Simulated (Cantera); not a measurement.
# Thermodynamics of carbothermic reduction, feed Fe3O4 + CH4 + CO

A closed system holds: 1 mol Fe3O4, 4.6 mol CH4, 0.043 mol CO, held at 750 Torr.

Equilibrium computed with Cantera from the NASA thermochemical tables; the gas is ideal and each condensed phase is pure. Candidate condensed phases: C, C6H6, C7H8, C8H18, Fe, Fe(CO)5, FeO, Fe(OH)2, Fe(OH)3, Fe2O3, Fe3O4, H2O; 114 gas species. Iron dissolves carbon and melts from about 1420 K in contact with it, which pure phases cannot show. The tables' stoichiometric FeO is somewhat more stable than real wüstite, so its field is too wide. FeO: taken at fixed stoichiometry. Condensed phases not in the tables: cementite and carbon dissolved in iron. Rates play no part.

At 675 °C the condensed part is C(graphite) + Fe(α) + FeO(s). At 825 °C the condensed part is C(graphite) + Fe(α). From 975 °C to 1275 °C the condensed part is C(graphite) + Fe(γ). At 1425 °C the condensed part is C(graphite) + Fe(δ). From 1575 °C to 2325 °C the condensed part is C(graphite) + Fe(l).

```json
[
 {"T (°C)": "675", "x H2": "0.628", "x CO": "0.161", "x H2O": "0.0978", "x CH4": "0.0678", "x Fe": "<1e-12", "x CO2": "0.0452", "x H": "4.16e-10", "n C(graphite)": "1.72", "n Fe(α)": "2.68", "n FeO(s)": "0.317", "n Fe(γ)": "0", "n Fe(δ)": "0", "n Fe(l)": "0"},
 {"T (°C)": "825", "x H2": "0.673", "x CO": "0.285", "x H2O": "0.0177", "x CH4": "0.0165", "x Fe": "1.16e-12", "x CO2": "0.00744", "x H": "2.03e-8", "n C(graphite)": "0.709", "n Fe(α)": "3.00", "n FeO(s)": "0", "n Fe(γ)": "0", "n Fe(δ)": "0", "n Fe(l)": "0"},
 {"T (°C)": "975", "x H2": "0.687", "x CO": "0.303", "x H2O": "0.00320", "x CH4": "0.00527", "x Fe": "2.33e-10", "x CO2": "0.000908", "x H": "3.87e-7", "n C(graphite)": "0.585", "n Fe(α)": "0", "n FeO(s)": "0", "n Fe(γ)": "3.00", "n Fe(δ)": "0", "n Fe(l)": "0"},
 {"T (°C)": "1125", "x H2": "0.692", "x CO": "0.305", "x H2O": "0.000799", "x CH4": "0.00209", "x Fe": "1.46e-8", "x CO2": "0.000163", "x H": "3.94e-6", "n C(graphite)": "0.585", "n Fe(α)": "0", "n FeO(s)": "0", "n Fe(γ)": "3.00", "n Fe(δ)": "0", "n Fe(l)": "0"},
 {"T (°C)": "1275", "x H2": "0.693", "x CO": "0.305", "x H2O": "0.000260", "x CH4": "0.000986", "x Fe": "4.03e-7", "x CO2": "4.11e-5", "x H": "2.56e-5", "n C(graphite)": "0.591", "n Fe(α)": "0", "n FeO(s)": "0", "n Fe(γ)": "3.00", "n Fe(δ)": "0", "n Fe(l)": "0"},
 {"T (°C)": "1425", "x H2": "0.694", "x CO": "0.305", "x H2O": "0.000103", "x CH4": "0.000531", "x Fe": "6.09e-6", "x CO2": "1.33e-5", "x H": "0.000120", "n C(graphite)": "0.593", "n Fe(α)": "0", "n FeO(s)": "0", "n Fe(γ)": "0", "n Fe(δ)": "3.00", "n Fe(l)": "0"},
 {"T (°C)": "1575", "x H2": "0.694", "x CO": "0.305", "x H2O": "4.79e-5", "x CH4": "0.000317", "x Fe": "5.70e-5", "x CO2": "5.26e-6", "x H": "0.000442", "n C(graphite)": "0.592", "n Fe(α)": "0", "n FeO(s)": "0", "n Fe(γ)": "0", "n Fe(δ)": "0", "n Fe(l)": "3.00"},
 {"T (°C)": "1725", "x H2": "0.693", "x CO": "0.305", "x H2O": "2.50e-5", "x CH4": "0.000205", "x Fe": "0.000357", "x CO2": "2.40e-6", "x H": "0.00133", "n C(graphite)": "0.584", "n Fe(α)": "0", "n FeO(s)": "0", "n Fe(γ)": "0", "n Fe(δ)": "0", "n Fe(l)": "3.00"},
 {"T (°C)": "1875", "x H2": "0.689", "x CO": "0.304", "x H2O": "1.42e-5", "x CH4": "0.000140", "x Fe": "0.00170", "x CO2": "1.23e-6", "x H": "0.00346", "n C(graphite)": "0.563", "n Fe(α)": "0", "n FeO(s)": "0", "n Fe(γ)": "0", "n Fe(δ)": "0", "n Fe(l)": "2.98"},
 {"T (°C)": "2025", "x H2": "0.680", "x CO": "0.302", "x H2O": "8.64e-6", "x CH4": "9.95e-5", "x Fe": "0.00654", "x CO2": "6.86e-7", "x H": "0.00790", "n C(graphite)": "0.520", "n Fe(α)": "0", "n FeO(s)": "0", "n Fe(γ)": "0", "n Fe(δ)": "0", "n Fe(l)": "2.91"},
 {"T (°C)": "2175", "x H2": "0.660", "x CO": "0.296", "x H2O": "5.43e-6", "x CH4": "7.13e-5", "x Fe": "0.0211", "x CO2": "4.03e-7", "x H": "0.0162", "n C(graphite)": "0.441", "n Fe(α)": "0", "n FeO(s)": "0", "n Fe(γ)": "0", "n Fe(δ)": "0", "n Fe(l)": "2.71"},
 {"T (°C)": "2325", "x H2": "0.618", "x CO": "0.283", "x H2O": "3.37e-6", "x CH4": "4.93e-5", "x Fe": "0.0589", "x CO2": "2.38e-7", "x H": "0.0299", "n C(graphite)": "0.309", "n Fe(α)": "0", "n FeO(s)": "0", "n Fe(γ)": "0", "n Fe(δ)": "0", "n Fe(l)": "2.16"}
]
```
x: gas mole fraction; n: condensed amount in mol.
